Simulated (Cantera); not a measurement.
An adiabatic, constant-pressure homogeneous reactor starts with CH4 : H2 : O2 : N2 = 1 : 0.49 : 0.935 : 3.52 (molar parts), equivalence ratio 2.4, at 1048 K and 4.10 bar.

Model: GRI-Mech 3.0 (53 species, 325 reactions), integrated in Cantera.

Problem. Predict: time of steepest temperature rise; temperature at 2.00 s; equilibrium temperature; x(CH4) at 2.00 s; x(H2) at 2.00 s; x(O2) at 2.00 s; x(CH2O) at 2.00 s.

Solution. 
- time of steepest temperature rise = 5.47 ms
- temperature at 2.00 s = 2005 K
- equilibrium temperature = 2005 K
- x(CH4) at 2.00 s = 1.17e-8 (gas-phase equilibrium 1.34e-8)
- x(H2) at 2.00 s = 0.244 (gas-phase equilibrium 0.244)
- x(O2) at 2.00 s = 4.64e-9 (gas-phase equilibrium 4.64e-9)
- x(CH2O) at 2.00 s = 5.27e-8 (gas-phase equilibrium 5.27e-8)
